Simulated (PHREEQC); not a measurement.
Make-up at 35 °C: 58 mmol/kgw H2SO4, 15 mmol/kgw Li2SO4, 1.1 mmol/kgw Fe2(SO4)3 and 43 mmol/kgw HNO3. Closed to the air; pH follows from the charge balance.

Model: ion-association model, wateq4f.dat, run in PHREEQC.

Question: The ionic strength comes out as 0.146 mol/kgw. What activity coefficients do NO3-, Li+, SO4-2, FeOH+2, FeSO4+ get?

Answer: NO3- 0.72, Li+ 0.77, SO4-2 0.32, FeOH+2 0.33, FeSO4+ 0.76.

Precipitation was switched off in this run. Saturation is exceeded, for instance for Hematite (slow to form); the values hold only as long as no solid forms.
